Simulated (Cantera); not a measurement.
An isothermal, constant-pressure homogeneous reactor starts with H2 : O2 : N2 = 0.12 : 1 : 0.15 (molar parts), at 950 K and 0.00118 atm.

Detailed kinetics in Cantera: the H2/O2 subset of GRI-Mech 3.0, which has no nitrogen chemistry. Radical loss at walls, strong at low pressure, is not modelled. The temperature is held fixed by assumption; the heat of reaction is taken as removed at once.

x: mole fraction; the columns are a selection and need not sum to one.

```csv
t (s),x H2,x O2,x OH,x H2O2,x O,x H
5.00e-5,0.0945,0.787,<1e-12,<1e-12,<1e-12,<1e-12
0.000149,0.0945,0.787,<1e-12,<1e-12,<1e-12,2.23e-12
0.000442,0.0945,0.787,<1e-12,<1e-12,<1e-12,6.37e-12
0.00131,0.0945,0.787,2.85e-12,<1e-12,4.23e-12,1.82e-11
0.00390,0.0945,0.787,1.58e-11,<1e-12,3.35e-11,6.39e-11
0.0116,0.0945,0.787,1.90e-10,<1e-12,4.86e-10,6.42e-10
0.0345,0.0945,0.787,…,<1e-12,2.31e-7,2.94e-7
0.102,0.0107,0.743,…,1.75e-8,0.0232,0.0381
0.305,0.00211,0.741,…,7.41e-9,0.0295,0.0273
0.905,0.00132,0.757,…,9.61e-9,0.0171,0.0123
2.69,0.000346,0.772,…,1.31e-8,0.00429,0.00153
8.00,3.59e-5,0.776,…,1.23e-8,0.000445,5.03e-5
```

**Question.** Fill in the missing entries.

**Answer.** 
- 0.0345, x OH: 8.87e-8
- 0.102, x OH: 0.00303
- 0.305, x OH: 0.00176
- 0.905, x OH: 0.00140
- 2.69, x OH: 0.000710
- 8.00, x OH: 0.000226
